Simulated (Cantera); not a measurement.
An isothermal, constant-pressure homogeneous reactor starts with C2H6 : N2 = 1 : 1.7 (molar parts), at 1400 K and 100000 Pa.

Model: GRI-Mech 3.0 (53 species, 325 reactions), integrated in Cantera. GRI-Mech 3.0 stops at C3 and has no aromatics, soot or wall deposition, so with more carbon than oxygen in the feed, carbon stays in small species such as C2H2 where larger ones or solid carbon would form.

One state of this run: x C2H6 = 0.000844; x CH4 = 0.0744; x CH2 = 8.92e-10; x H = 7.56e-6; x HCN = 1.02e-9; x C2H = 2.23e-9. x: mole fraction; the columns are a selection and need not sum to one.

Which value of t (s) does it belong to?
A. 4.00e-6
B. 1.14
C. 0.324
D. 0.00750

D, 0.00750
